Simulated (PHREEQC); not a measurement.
0.2 mol of Fluorite (CaF2) is brought to equilibrium with 1 kg of water, with rising amounts of FeCl3, at 55 °C. O2 is buffered at 0.21 atm. CO2 from the air is kept out. Names ending in (a), (am) or -a are amorphous solids. The run lets Fluorite, Portlandite, Fe(OH)3(a) precipitate or redissolve, and no other solid.

Equilibrium calculation in PHREEQC: ion-association model, wateq4f.dat.

| FeCl3 added (mol) | pH | dissolved Ca (mol/kgw) | dissolved F (mol/kgw) | Ca+2 (mol/kgw) | FeF2+ (mol/kgw) |
|---|---|---|---|---|---|
| 0 | 6.75 | 0.000243 | 0.000485 | 0.000241 | 0 |
| 0.00417 | 3.42 | 0.00400 | 0.00799 | 0.00399 | 0.00271 |
| 0.00625 | 3.31 | 0.00580 | 0.0116 | 0.00580 | 0.00407 |
| 0.00833 | 3.22 | 0.00756 | 0.0151 | 0.00756 | 0.00537 |
| 0.0125 | 3.11 | 0.0110 | 0.0220 | 0.0110 | 0.00785 |
| 0.0167 | 3.02 | 0.0143 | 0.0286 | 0.0143 | 0.0102 |
| 0.0187 | 2.99 | 0.0158 | 0.0317 | 0.0158 | 0.0113 |
| 0.0208 | 2.96 | 0.0174 | 0.0348 | 0.0174 | 0.0124 |
| 0.025 | 2.90 | 0.0205 | 0.0411 | 0.0205 | 0.0145 |

Constants without temperature data keep their 25 °C values here. Fluoro complexes past AlF4- and FeF3 are missing from the database.
